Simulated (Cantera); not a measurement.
Input: 1 mol FeCl3, 2.5 mol H2O, 110 mol H2, held at 10.0 Torr.

Method: chemical equilibrium by Gibbs-energy minimisation in Cantera with the NASA 1993 tables (ideal gas, pure condensed phases). Candidate condensed phases: Fe, FeCl2, FeCl3, FeO, Fe(OH)2, Fe(OH)3, Fe2O3, Fe3O4, H2O; 22 gas species. The numbers say what is thermodynamically allowed, not how fast it happens. All values below are at 1175 K.

Base state: H2 0.952, HCl 0.0258, H2O 0.0219, FeCl2 0.000244 (mole fractions); condensed: Fe(α).

**Question.** What changes in the equilibrium state with this change: H2 from 110 to 0.25 mol?

**Answer.** 
```
species          before    after
-------------  --------  -------
HCl              0.0258    0.602
H2O              0.0219    0.344
FeCl2          0.000244   0.0520
H2                0.952  0.00228
FeCl3             <1e-9  8.70e-5
Fe2Cl4            <1e-9  3.21e-5
Cl              2.46e-8  1.17e-5
Fe(α), mol        0.972        0
Fe3O4(s), mol         0    0.259
```
